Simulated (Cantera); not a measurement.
An isothermal, constant-pressure homogeneous reactor starts with NH3 : N2 = 1 : 3.3 (molar parts), at 1698 K and 1.97 atm. Integrator tolerance rtol = 1e-08.

Model: the gas-phase N/H chemistry of the illustrative SiF4/NH3 mechanism in the Surface Chemkin manual (1991), integrated in Cantera. Walls and surfaces, which speed up NH3 decomposition in real reactors, are not modelled.

Q: What does this change do: temperature 1698 to 1973 K?

A: 
```csv
quantity,before,after
x(NH3) at 2.00 s,0.0613 (gas-phase equilibrium 9.23e-6),0.000177 (gas-phase equilibrium 5.33e-6)
x(N2) at 2.00 s,0.730 (gas-phase equilibrium 0.717),0.717 (gas-phase equilibrium 0.717)
x(N2H4) at 2.00 s,1.28e-8 (gas-phase equilibrium <1e-12),<1e-12 (gas-phase equilibrium <1e-12)
x(H2) at 2.00 s,0.208 (gas-phase equilibrium 0.283),0.282 (gas-phase equilibrium 0.283)
x(N) at 2.00 s,1.53e-8 (gas-phase equilibrium 3.19e-12),1.20e-8 (gas-phase equilibrium 3.62e-10)
```

Q: What does this change do: NH3 1 to 2.5 parts?

A: 
| quantity | before | after |
|---|---|---|
| x(NH3) at 2.00 s | 0.0613 (gas-phase equilibrium 9.23e-6) | 0.108 (gas-phase equilibrium 1.63e-5) |
| x(N2) at 2.00 s | 0.730 (gas-phase equilibrium 0.717) | 0.553 (gas-phase equilibrium 0.548) |
| x(N2H4) at 2.00 s | 1.28e-8 (gas-phase equilibrium <1e-12) | 2.43e-8 (gas-phase equilibrium <1e-12) |
| x(H2) at 2.00 s | 0.208 (gas-phase equilibrium 0.283) | 0.339 (gas-phase equilibrium 0.452) |
| x(N) at 2.00 s | 1.53e-8 (gas-phase equilibrium 3.19e-12) | 1.32e-8 (gas-phase equilibrium 2.79e-12) |
